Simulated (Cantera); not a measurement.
Charge: 1 mol CH4, a varied amount of H2O, 14 mol N2, at 777 °C and 0.690 bar.

Cantera equilibrium calculation (NASA polynomials, part measured and part estimated; ideal gas, pure solids and liquids). Candidate condensed phases: C, C6H6, C7H8, C8H18, H2O; 136 gas species. Kinetics and transport are ignored.

Q: Which condensed phases are stable at each of these points (n(H2O) (mol)): 0.021, 0.03, 0.045, 0.067, 0.099, 0.15, 0.22, 0.32, 0.48, 0.71, 1.1, 1.6, 2.3?

A: 
```tsv
n(H2O) (mol)	condensed phases	C condensed (%)
0.021	C(graphite)	96.9
0.03	C(graphite)	96.0
0.045	C(graphite)	94.6
0.067	C(graphite)	92.4
0.099	C(graphite)	89.2
0.15	C(graphite)	84.2
0.22	C(graphite)	77.2
0.32	C(graphite)	67.4
0.48	C(graphite)	51.6
0.71	C(graphite)	29.1
1.1	gas only	0.0
1.6	gas only	0.0
2.3	gas only	0.0
```

From 0.021 mol H2O to 0.71 mol H2O the condensed part is C(graphite). From 1.1 mol H2O to 2.3 mol H2O nothing is condensed.
